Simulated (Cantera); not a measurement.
A perfectly stirred reactor is fed with 3.57 % C2H6, 96.4 % N2, at 0.00740 atm; it is held at 1825 K, and followed from long to short residence time.

Computed with Cantera and GRI-Mech 3.0 (53 species, 325 reactions). GRI-Mech 3.0 stops at C3 and has no aromatics, soot or wall deposition, so with more carbon than oxygen in the feed, carbon stays in small species such as C2H2 where larger ones or solid carbon would form. Radical loss at walls, strong at low pressure, is not modelled.

### Question
Predict: x(C2H6) at τ = 0.940 s; x(HCN) at τ = 0.940 s; x(H2) at τ = 0.940 s; x(CH2) at τ = 0.940 s; x(H) at τ = 0.940 s; x(C2H6) at τ = 5.90 ms; x(HCN) at τ = 5.90 ms; x(H2) at τ = 5.90 ms; x(CH2) at τ = 5.90 ms; x(H) at τ = 5.90 ms.

### Answer
| Property | Value |
|---|---|
| x(C2H6) at τ = 0.940 s | 1.31e-5 |
| x(HCN) at τ = 0.940 s | 0.000409 |
| x(H2) at τ = 0.940 s | 0.0628 |
| x(CH2) at τ = 0.940 s | 8.92e-6 |
| x(H) at τ = 0.940 s | 0.00103 |
| x(C2H6) at τ = 5.90 ms | 0.00168 |
| x(HCN) at τ = 5.90 ms | 3.21e-5 |
| x(H2) at τ = 5.90 ms | 0.0390 |
| x(CH2) at τ = 5.90 ms | 6.92e-5 |
| x(H) at τ = 5.90 ms | 0.00148 |
